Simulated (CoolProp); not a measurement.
Vapour pressure (MPa) of methanol: the reference equation beside estimates from Tc = 513.4 K, pc = 8.216 MPa, ω = 0.565. Clausius-Clapeyron is anchored at 346.5 K with a constant enthalpy of vaporisation of 34.71 kJ/mol.

Model: reference Helmholtz-energy equation of state, de Reuck 1993, in CoolProp.

```json
[
 {"T (K)": "303.5", "reference": "0.02230", "Clausius-Clapeyron": "0.02580", "Redlich-Kwong": "0.1438", "Soave-Redlich-Kwong": "0.01911", "Peng-Robinson": "0.02054"},
 {"T (K)": "310.7", "reference": "0.03166", "Clausius-Clapeyron": "0.03548", "Redlich-Kwong": "0.1841", "Soave-Redlich-Kwong": "0.02794", "Peng-Robinson": "0.02974"},
 {"T (K)": "317.9", "reference": "0.04415", "Clausius-Clapeyron": "0.04811", "Redlich-Kwong": "0.2325", "Soave-Redlich-Kwong": "0.03999", "Peng-Robinson": "0.04219"},
 {"T (K)": "325", "reference": "0.06031", "Clausius-Clapeyron": "0.06409", "Redlich-Kwong": "0.2892", "Soave-Redlich-Kwong": "0.05586", "Peng-Robinson": "0.05846"},
 {"T (K)": "332.2", "reference": "0.08150", "Clausius-Clapeyron": "0.08467", "Redlich-Kwong": "0.3566", "Soave-Redlich-Kwong": "0.07698", "Peng-Robinson": "0.07998"},
 {"T (K)": "339.3", "reference": "0.1082", "Clausius-Clapeyron": "0.1101", "Redlich-Kwong": "0.4338", "Soave-Redlich-Kwong": "0.1039", "Peng-Robinson": "0.1072"},
 {"T (K)": "346.5", "reference": "0.1422", "Clausius-Clapeyron": "0.1422", "Redlich-Kwong": "0.5241", "Soave-Redlich-Kwong": "0.1386", "Peng-Robinson": "0.1422"},
 {"T (K)": "353.6", "reference": "0.1840", "Clausius-Clapeyron": "0.1811", "Redlich-Kwong": "0.6258", "Soave-Redlich-Kwong": "0.1815", "Peng-Robinson": "0.1852"},
 {"T (K)": "360.8", "reference": "0.2363", "Clausius-Clapeyron": "0.2293", "Redlich-Kwong": "0.7429", "Soave-Redlich-Kwong": "0.2354", "Peng-Robinson": "0.2391"},
 {"T (K)": "367.9", "reference": "0.2991", "Clausius-Clapeyron": "0.2866", "Redlich-Kwong": "0.8731", "Soave-Redlich-Kwong": "0.3006", "Peng-Robinson": "0.3040"},
 {"T (K)": "375.1", "reference": "0.3760", "Clausius-Clapeyron": "0.3564", "Redlich-Kwong": "1.021", "Soave-Redlich-Kwong": "0.3806", "Peng-Robinson": "0.3835"},
 {"T (K)": "382.2", "reference": "0.4668", "Clausius-Clapeyron": "0.4382", "Redlich-Kwong": "1.183", "Soave-Redlich-Kwong": "0.4753", "Peng-Robinson": "0.4773"},
 {"T (K)": "389.4", "reference": "0.5762", "Clausius-Clapeyron": "0.5363", "Redlich-Kwong": "1.366", "Soave-Redlich-Kwong": "0.5894", "Peng-Robinson": "0.5901"},
 {"T (K)": "396.5", "reference": "0.7033", "Clausius-Clapeyron": "0.6498", "Redlich-Kwong": "1.565", "Soave-Redlich-Kwong": "0.7220", "Peng-Robinson": "0.7210"},
 {"T (K)": "403.7", "reference": "0.8542", "Clausius-Clapeyron": "0.7841", "Redlich-Kwong": "1.786", "Soave-Redlich-Kwong": "0.8793", "Peng-Robinson": "0.8760"}
]
```

Absolute difference from the reference over all 15 rows, mean and median: Clausius-Clapeyron 6.1 and 6.1 %, Redlich-Kwong 272.0 and 240.1 %, Soave-Redlich-Kwong 4.5 and 2.7 %, Peng-Robinson 2.6 and 2.2 %.
